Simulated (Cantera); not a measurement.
Input: 1 mol SiC, 0.0022 mol O₂, 55 mol N₂, at 1225 °C and 160000 Pa.

Equilibrium computed with Cantera from the NASA thermochemical tables; the gas is ideal and each condensed phase is pure. Candidate condensed phases: C, Si, SiC, SiO₂, Si₂N₂O, Si₃N₄; 34 gas species. N₂ is the only nitrogen source here; it is nearly inert below about 1500 K, so the nitride shown seldom forms there in practice. Mutual solubility and eutectic melting of coexisting phases are not modelled. The numbers say what is thermodynamically allowed, not how fast it happens.

Base state: N₂ 1.000, CO 6.29e-5 (mole fractions); condensed: C(graphite) + Si₂N₂O(s) + Si₃N₄(s).

Q: What changes in the equilibrium state with this change: SiC replaced by Si₃N₄?

A: 
| species | before | after |
|---|---|---|
| N₂ | 1.000 | 1.00 |
| CO | 6.29e-5 | 0 |
| C(graphite), mol | 0.997 | 0 |
| Si₂N₂O(s), mol | 0.000979 | 0.00440 |
| Si₃N₄(s), mol | 0.333 | 0.997 |
